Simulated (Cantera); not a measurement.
Input: 1 mol Al, 2.3 mol H₂O, a varied amount of N₂, held at 848.15 K and 46.0 Pa.

Method: chemical equilibrium by Gibbs-energy minimisation in Cantera with the NASA 1993 tables (ideal gas, pure condensed phases). Candidate condensed phases: Al, AlN, Al₂O₃, H₂O; 35 gas species. The numbers say what is thermodynamically allowed, not how fast it happens.

At 56 mol N₂, list the 3 most abundant gas species with their mole fractions, and the condensed phases.

N₂ 0.961, H₂ 0.0257, H₂O 0.0137. Condensed: Al₂O₃(s).
